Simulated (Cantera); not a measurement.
Input: 1 mol Si₃N₄, 0.0017 mol H₂O, 28 mol N₂, 1.9 mol O₂, held at 998.15 K and 2.80 Pa.

These are equilibrium values from Cantera (NASA tables, ideal gas, pure condensed phases), not measurements of a reactor. Candidate condensed phases: H₂O, Si, SiO₂, Si₂N₂O, Si₃N₄; 35 gas species. Equilibrium is a limit: real reactors are often held back by kinetics, nucleation or transport.

Base state: N₂ 1.000, H₂ 5.81e-5 (mole fractions); condensed: SiO₂(β-quartz) + Si₂N₂O(s).

### Question
What changes in the equilibrium state with this change: temperature from 998.15 K to 1648.15 K?

### Answer
```
species               before    after
-------------------  -------  -------
N₂                     1.000    0.932
SiO                  3.56e-9   0.0683
H                    3.11e-9  6.97e-5
H₂                   5.81e-5  1.71e-5
SiO₂(β-quartz), mol     1.53    0.801
Si₂N₂O(s), mol         0.733        0
```
The tables hold silica as quartz up to 1696 K and as liquid above; real silica turns to tridymite and cristobalite and melts near 1996 K.
